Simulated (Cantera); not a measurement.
Feed: 1 mol CH2F2, 0.086 mol HCl, 0.098 mol H2, held at 2073 K and 23.0 Pa.

These are equilibrium values from Cantera (NASA tables, ideal gas, pure condensed phases), not measurements of a reactor. Candidate condensed phases: C, C6H6, C7H8, C8H18; 118 gas species. Kinetics and transport are ignored.

Problem. What is the equilibrium state?

Solution. 
- x(HF): 0.893
- x(H2): 0.0354
- x(H): 0.0326
- x(HCl): 0.0229
- x(Cl): 0.0156
- x(F): 0.000450
- x(C2H2 (acetylene)): 4.34e-5
- x(CF): 2.96e-6
- n(C(graphite)): 1.000 mol
- gas amount: 2.238 mol
